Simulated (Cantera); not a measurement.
Input: 1 mol PbO, 1.5 mol O₂, 0.47 mol H₂, at 100 Torr.

These are equilibrium values from Cantera (NASA tables, ideal gas, pure condensed phases), not measurements of a reactor. Candidate condensed phases: H₂O, Pb, PbO, PbO₂, Pb₃O₄; 12 gas species. Equilibrium is a limit: real reactors are often held back by kinetics, nucleation or transport.

x: gas mole fraction; n: condensed amount in mol.

```json
[
 {"T (K)": "550", "x O₂": "0.700", "x H₂O": "0.300", "x PbO": "<1e-12", "x OH": "<1e-12", "x Pb": "<1e-12", "x O": "<1e-12", "n Pb₃O₄(s)": "0.333", "n PbO(red)": "0", "n PbO(yellow)": "0"},
 {"T (K)": "600", "x O₂": "0.700", "x H₂O": "0.300", "x PbO": "<1e-12", "x OH": "1.01e-12", "x Pb": "<1e-12", "x O": "<1e-12", "n Pb₃O₄(s)": "0.333", "n PbO(red)": "0", "n PbO(yellow)": "0"},
 {"T (K)": "650", "x O₂": "0.729", "x H₂O": "0.271", "x PbO": "<1e-12", "x OH": "1.18e-11", "x Pb": "<1e-12", "x O": "<1e-12", "n Pb₃O₄(s)": "0", "n PbO(red)": "1.00", "n PbO(yellow)": "0"},
 {"T (K)": "700", "x O₂": "0.729", "x H₂O": "0.271", "x PbO": "1.24e-12", "x OH": "9.99e-11", "x Pb": "<1e-12", "x O": "<1e-12", "n Pb₃O₄(s)": "0", "n PbO(red)": "1.00", "n PbO(yellow)": "0"},
 {"T (K)": "750", "x O₂": "0.729", "x H₂O": "0.271", "x PbO": "3.14e-11", "x OH": "6.39e-10", "x Pb": "<1e-12", "x O": "<1e-12", "n Pb₃O₄(s)": "0", "n PbO(red)": "1.00", "n PbO(yellow)": "0"},
 {"T (K)": "800", "x O₂": "0.729", "x H₂O": "0.271", "x PbO": "…", "x OH": "…", "x Pb": "<1e-12", "x O": "<1e-12", "n Pb₃O₄(s)": "0", "n PbO(red)": "0", "n PbO(yellow)": "1.00"},
 {"T (K)": "850", "x O₂": "0.729", "x H₂O": "0.271", "x PbO": "6.24e-9", "x OH": "1.36e-8", "x Pb": "<1e-12", "x O": "1.73e-12", "n Pb₃O₄(s)": "0", "n PbO(red)": "0", "n PbO(yellow)": "1.00"},
 {"T (K)": "900", "x O₂": "0.729", "x H₂O": "0.271", "x PbO": "5.60e-8", "x OH": "4.88e-8", "x Pb": "1.06e-12", "x O": "1.26e-11", "n Pb₃O₄(s)": "0", "n PbO(red)": "0", "n PbO(yellow)": "1.00"},
 {"T (K)": "950", "x O₂": "0.729", "x H₂O": "0.271", "x PbO": "3.96e-7", "x OH": "1.53e-7", "x Pb": "1.81e-11", "x O": "7.43e-11", "n Pb₃O₄(s)": "0", "n PbO(red)": "0", "n PbO(yellow)": "1.000"},
 {"T (K)": "1000", "x O₂": "0.729", "x H₂O": "0.271", "x PbO": "…", "x OH": "…", "x Pb": "…", "x O": "…", "n Pb₃O₄(s)": "0", "n PbO(red)": "0", "n PbO(yellow)": "1.000"},
 {"T (K)": "1050", "x O₂": "0.729", "x H₂O": "0.271", "x PbO": "1.11e-5", "x OH": "1.08e-6", "x Pb": "2.31e-9", "x O": "1.56e-9", "n Pb₃O₄(s)": "0", "n PbO(red)": "0", "n PbO(yellow)": "1.000"},
 {"T (K)": "1100", "x O₂": "0.729", "x H₂O": "0.271", "x PbO": "4.65e-5", "x OH": "2.53e-6", "x Pb": "1.86e-8", "x O": "5.84e-9", "n Pb₃O₄(s)": "0", "n PbO(red)": "0", "n PbO(yellow)": "1.000"},
 {"T (K)": "1150", "x O₂": "0.729", "x H₂O": "0.271", "x PbO": "0.000171", "x OH": "5.48e-6", "x Pb": "1.25e-7", "x O": "1.94e-8", "n Pb₃O₄(s)": "0", "n PbO(red)": "0", "n PbO(yellow)": "1.000"}
]
```

### Question
What belongs in the gaps?

### Answer

- 800, x PbO: 5.25e-10
- 800, x OH: 3.24e-9
- 1000, x PbO: 2.29e-6
- 1000, x OH: 4.27e-7
- 1000, x Pb: 2.31e-10
- 1000, x O: 3.68e-10
